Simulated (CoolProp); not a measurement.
The fluid at 249.31 K and 0.66 MPa flows at 0.23 m/s in a round tube of 20 mm bore and 1.5 µm roughness, fully developed (64/Re and Nu = 3.66 if laminar; Colebrook and Gnielinski if turbulent). The same conditions are run with several fluids, on thermodynamics alone (safety and materials aside).

The numbers come from the reference Helmholtz-energy equation of state of each fluid (CH2F2 (R32): Tillner-Roth 1997; R141b: Lemmon 2006; propane: Lemmon 2009; n-decane: Lemmon 2006) in CoolProp.

```
fluid        Reynolds number  Darcy friction factor  pressure drop (Pa/m)  heat-transfer coefficient (W/(m² K))  mass flow (kg/h)
-----------  ---------------  ---------------------  --------------------  ------------------------------------  ----------------
CH2F2 (R32)            25200                 0.0247                  36.9                                   907               295
R141b                   7880                 0.0330                  57.9                                   349               345
propane           (withheld)                 0.0276            (withheld)                                   521        (withheld)
n-decane          (withheld)             (withheld)            (withheld)                            (withheld)        (withheld)
```

Q: Fill in the missing entries.

A: 
- propane, Reynolds number: 15900
- propane, pressure drop (Pa/m): 20.4
- propane, mass flow (kg/h): 146
- n-decane, Reynolds number: 1660
- n-decane, Darcy friction factor: 0.0385
- n-decane, pressure drop (Pa/m): 39.0
- n-decane, heat-transfer coefficient (W/(m² K)): 26.1
- n-decane, mass flow (kg/h): 199

Transport values come from each fluid's own correlations; those of CH2F2 (R32), R141b are estimates that may be off by 10 % or more.
